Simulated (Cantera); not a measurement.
# Equilibrium for silicon oxide and oxynitride deposition: SiH4 + H2O

Charge: 1 mol SiH4, a varied amount of H2O, equilibrated at 1348.15 K and 41.0 Pa.

Method: chemical equilibrium by Gibbs-energy minimisation in Cantera with the NASA 1993 tables (ideal gas, pure condensed phases). Candidate condensed phases: H2O, Si, SiO2; 18 gas species. Mutual solubility and eutectic melting of coexisting phases are not modelled. The tables hold silica as quartz up to 1696 K and as liquid above; real silica turns to tridymite and cristobalite and melts near 1996 K. Equilibrium is a limit: real reactors are often held back by kinetics, nucleation or transport.

| n(H2O) (mol) | x H2 | x H2O | x SiO | x H | x OH | n Si(s) | n SiO2(β-quartz) |
|---|---|---|---|---|---|---|---|
| 0.21 | 0.942 | 5.07e-7 | 0.0577 | 0.000111 | <1e-12 | 0.827 | 0.0373 |
| 0.3 | 0.942 | 5.07e-7 | 0.0577 | 0.000111 | <1e-12 | 0.780 | 0.0796 |
| 0.42 | 0.942 | 5.07e-7 | 0.0577 | 0.000111 | <1e-12 | 0.716 | 0.136 |
| 0.59 | 0.942 | 5.07e-7 | 0.0577 | 0.000111 | <1e-12 | 0.626 | 0.216 |
| 0.82 | 0.942 | 5.07e-7 | 0.0577 | 0.000111 | <1e-12 | 0.504 | 0.324 |
| 1.1 | 0.942 | 5.07e-7 | 0.0577 | 0.000111 | <1e-12 | 0.355 | 0.455 |
| 1.6 | 0.942 | 5.07e-7 | 0.0577 | 0.000111 | <1e-12 | 0.0898 | 0.690 |
| 2.3 | 0.930 | 0.0698 | 4.14e-7 | 0.000110 | 1.33e-7 | 0 | 1.000 |
| 3.2 | 0.769 | 0.231 | 1.04e-7 | 0.000100 | 4.85e-7 | 0 | 1.000 |
| 4.4 | 0.625 | 0.375 | 5.18e-8 | 9.05e-5 | 8.75e-7 | 0 | 1.00 |
| 6.2 | 0.488 | 0.512 | 2.96e-8 | 8.00e-5 | 1.35e-6 | 0 | 1.00 |
| 8.7 | 0.374 | 0.626 | 1.85e-8 | 7.00e-5 | 1.89e-6 | 0 | 1.00 |
x: gas mole fraction; n: condensed amount in mol.

From 0.21 mol H2O to 1.6 mol H2O the condensed part is Si(s) + SiO2(β-quartz). From 2.3 mol H2O to 8.7 mol H2O the condensed part is SiO2(β-quartz). The main Si-bearing gas is SiO throughout.
